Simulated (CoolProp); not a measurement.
The numbers come from the reference Helmholtz-energy equation of state, Lemmon 2006 in CoolProp. It is a short technical equation, of lower accuracy than the large ones.

Question: For hydrogen sulfide, give the phase and the cp (kJ/(kg K)), speed of sound (m/s) at 226.15 °C and 18.6 bar; 266.95 °C and 18.6 bar.

Answer: 
- 226.15 °C and 18.6 bar: gas; cp 1.14, speed of sound 391
- 266.95 °C and 18.6 bar: gas; cp 1.15, speed of sound 407
